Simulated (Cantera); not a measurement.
Charge: 1 mol SiHCl3, 0.0038 mol C3H8, 5.9 mol H2, held at 340 Pa.

Equilibrium computed with Cantera from the NASA thermochemical tables; the gas is ideal and each condensed phase is pure. Candidate condensed phases: C, C6H6, C7H8, C8H18, Si, SiC; 109 gas species. Mutual solubility and eutectic melting of coexisting phases are not modelled. Gases not in the tables: Si2H6 and higher silanes. The numbers say what is thermodynamically allowed, not how fast it happens.

Q: Which condensed phases are stable at each of these points (T (°C)): 1325, 1425, 1525, 1625, 1725, 1825, 1925, 2025?

A: 
| T (°C) | condensed phases | Si condensed (%) |
|---|---|---|
| 1325 | Si(s) + SiC(s) | 11.3 |
| 1425 | Si(l) + SiC(s) | 10.1 |
| 1525 | Si(l) + SiC(s) | 12.5 |
| 1625 | Si(l) + SiC(s) | 12.7 |
| 1725 | Si(l) + SiC(s) | 6.4 |
| 1825 | SiC(s) | 0.1 |
| 1925 | gas only | 0.0 |
| 2025 | gas only | 0.0 |

At 1325 °C the condensed part is Si(s) + SiC(s). From 1425 °C to 1725 °C the condensed part is Si(l) + SiC(s). At 1825 °C the condensed part is SiC(s). From 1925 °C to 2025 °C nothing is condensed.
